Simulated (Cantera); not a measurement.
Boron, boron nitride and boron oxide: borazine + H2O + H2

A closed system holds: 1 mol borazine, 0.21 mol H2O, 15 mol H2, held at 1823.15 K and 0.000120 bar.

These are equilibrium values from Cantera (NASA tables, ideal gas, pure condensed phases), not measurements of a reactor. Candidate condensed phases: B, BN, B2O3, B3O3H3, H2O; 39 gas species. The feed counts by its element totals alone. Mutual solubility and eutectic melting of coexisting phases are not modelled. The tables' values for BH2 are old estimates; treat these amounts as uncertain. Kinetics and transport are ignored.

```json
{
 "x(H2)": "0.898",
 "x(N2)": "0.0541",
 "x(H)": "0.0375",
 "x(HBO)": "0.00595",
 "x(BO)": "0.00432",
 "x(B2O2)": "0.000144",
 "x(BH2)": "0.000138",
 "x(B)": "4.38e-5",
 "x(B2O)": "3.87e-5",
 "n(B(s))": "1.93 mol",
 "n(BN(s))": "0.859 mol",
 "gas_amount": "19.80 mol",
 "log10 activity of B3O3H3(s) (absent)": "-20.95"
}
```
